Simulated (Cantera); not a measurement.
# Si + Cl2 + H2 (chlorosilane synthesis and conversion)

Charge: 1 mol Si, 1.3 mol Cl2, 7.1 mol H2, held at 1.20 bar.

Cantera equilibrium calculation (NASA polynomials, part measured and part estimated; ideal gas, pure solids and liquids). Candidate condensed phases: Si; 19 gas species. The tables' values for SiCl3 are old estimates; treat these amounts as uncertain. Kinetics and transport are ignored.

```tsv
T (°C)	x H2	x SiCl4	x SiHCl3	x HCl	x SiCl3	x SiH2Cl2	x SiCl2	n Si(s)
302	0.904	0.0518	0.0429	1.62e-5	5.13e-8	0.00164	1.11e-10	0.261
402	0.904	0.0528	0.0413	0.000152	1.38e-6	0.00200	1.63e-8	0.263
502	0.904	0.0536	0.0397	0.000790	1.57e-5	0.00227	6.52e-7	0.266
602	0.902	0.0540	0.0382	0.00279	0.000101	0.00247	1.10e-5	0.272
702	0.899	0.0536	0.0365	0.00754	0.000440	0.00261	0.000102	0.283
802	0.893	0.0517	0.0343	0.0167	0.00141	0.00266	0.000611	0.300
902	0.881	0.0473	0.0310	0.0317	0.00355	0.00261	0.00260	0.324
```
x: gas mole fraction; n: condensed amount in mol.

From 302 °C to 902 °C the condensed part is Si(s). The main Si-bearing gas is SiCl4 throughout. The share of Si in condensed phases is highest at 902 °C (32.4 %) and lowest at 302 °C (26.1 %).
